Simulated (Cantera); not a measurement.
Input: 1 mol SiCl₄, 0.56 mol Cl₂, 17 mol H₂, 0.025 mol CH₄, at 11.0 bar.

Cantera equilibrium calculation (NASA polynomials, part measured and part estimated; ideal gas, pure solids and liquids). Candidate condensed phases: C, C₆H₆, C₇H₈, C₈H₁₈, Si, SiC; 109 gas species. The tables' values for SiCl₃ are old estimates; treat these amounts as uncertain. Kinetics and transport are ignored.

### Question
At 1150 K, list the 4 most abundant gas species with their mole fractions, and the condensed phases.

### Answer
H₂ 0.873, HCl 0.0718, SiCl₄ 0.0426, SiHCl₃ 0.0105. Condensed: gas only.
